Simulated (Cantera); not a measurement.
Charge: 1 mol Ta(OEt)₅, 0.11 mol H₂O, 12 mol H₂, at 13300 Pa.

Method: chemical equilibrium by Gibbs-energy minimisation in Cantera with the NASA 1993 tables (ideal gas, pure condensed phases). Candidate condensed phases: C, C₆H₆, C₇H₈, C₈H₁₈, H₂O, Ta, TaC, Ta₂O₅; 113 gas species. The feed counts by its element totals alone. TaC: taken at fixed stoichiometry. Condensed phases not in the tables: Ta₂C. Equilibrium is a limit: real reactors are often held back by kinetics, nucleation or transport. All values below are at 952 °C.

Base state: H₂ 0.827, CO 0.172, CH₄ 0.00120, H₂O 0.000372, CO₂ 5.27e-5 (mole fractions); condensed: C(graphite) + TaC(s).

### Question
What changes in the equilibrium state with this change: Ta(OEt)₅ replaced by V?

### Answer
```tsv
species	before	after
H₂	0.827	1.000
H₂O	0.000372	6.01e-7
CO	0.172	0
CH₄	0.00120	0
CO₂	5.27e-5	0
C(graphite), mol	3.87	0
TaC(s), mol	1.00	0
V(s), mol	0	0.890
VO(s), mol	0	0.110
```
Mutual solubility and eutectic melting of coexisting phases are not modelled. VO: taken at fixed stoichiometry. Condensed phases not in the tables: N, O or C dissolved in the metal. Further candidate phases: V, VO, V₂O₃, V₂O₄, V₂O₅.
